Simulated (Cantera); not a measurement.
Input: 1 mol SiH2Cl2, a varied amount of NH3, 35 mol H2, equilibrated at 0.110 bar.

Cantera equilibrium calculation (NASA polynomials, part measured and part estimated; ideal gas, pure solids and liquids). Candidate condensed phases: NH4Cl, Si, Si3N4; 28 gas species. Mutual solubility and eutectic melting of coexisting phases are not modelled. The tables' values for SiCl3 are old estimates. Rates play no part.

Question: What condenses at these points (T in K, n(NH3) in mol): (923, 17); (1973, 5.6); (1823, 17); (1673, 20); (923, 13); (1073, 28)?

Answer: 
```json
[
 {"T (K)": "923", "n(NH3) in mol": "17", "condensed phases": "Si3N4", "Si condensed (%)": "100.0"},
 {"T (K)": "1973", "n(NH3) in mol": "5.6", "condensed phases": "Si", "Si condensed (%)": "81.3"},
 {"T (K)": "1823", "n(NH3) in mol": "17", "condensed phases": "Si + Si3N4", "Si condensed (%)": "84.7"},
 {"T (K)": "1673", "n(NH3) in mol": "20", "condensed phases": "Si3N4", "Si condensed (%)": "96.3"},
 {"T (K)": "923", "n(NH3) in mol": "13", "condensed phases": "Si3N4", "Si condensed (%)": "100.0"},
 {"T (K)": "1073", "n(NH3) in mol": "28", "condensed phases": "Si3N4", "Si condensed (%)": "100.0"}
]
```
